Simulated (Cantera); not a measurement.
Feed: 1 mol CuO, 1 mol C, 0.67 mol H2, held at 1602 °C and 96000 Pa.

Cantera equilibrium calculation (NASA polynomials, part measured and part estimated; ideal gas, pure solids and liquids). Candidate condensed phases: C, C6H6, C7H8, C8H18, Cu, CuO, Cu(OH)2, Cu2O, H2O; 113 gas species. Rates play no part.

**Question.** What is the equilibrium state?

**Answer.** 
| Item | Value |
|---|---|
| x(CO) | 0.598 |
| x(H2) | 0.400 |
| x(Cu) | 0.00130 |
| x(H) | 0.000423 |
| x(H2O) | 8.77e-5 |
| x(CH4) | 4.87e-5 |
| x(C2H2 (acetylene)) | 3.47e-5 |
| x(CO2) | 3.18e-5 |
| x(Cu2) | 3.38e-6 |
| n(Cu(l)) | 0.998 mol |
| gas amount | 1.672 mol |
| log10 activity of C(graphite) (absent) | -0.28 |
